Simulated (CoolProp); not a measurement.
1000 sccm (0 °C, 1 atm) of nitrogen bubbles through liquid hexamethyldisiloxane (MM) at 323.1 K and leaves saturated at a total pressure of 0.15 MPa (ideal gas phase). Each further row changes one setting.

Values from CoolProp's reference Helmholtz-energy equation of state, Thol 2016.

| case | vapour pressure (kPa) | mole fraction of vapour | delivery (mg/min) | delivery (sccm) | change of delivery for a bath 1 K warmer (%) |
|---|---|---|---|---|---|
| as stated | 17.5 | … | 958 | … | 4.8 |
| bath temperature 328.1 K | … | 0.143 | 1210 | 167 | 4.8 |
| total pressure 0.3 MPa | 17.5 | 0.0584 | 449 | 62.0 | … |

Problem. Fill in the missing entries.

Solution. 
- as stated, mole fraction of vapour: 0.117
- as stated, delivery (sccm): 132
- bath temperature 328.1 K, vapour pressure (kPa): 21.5
- total pressure 0.3 MPa, change of delivery for a bath 1 K warmer (%): 4.5
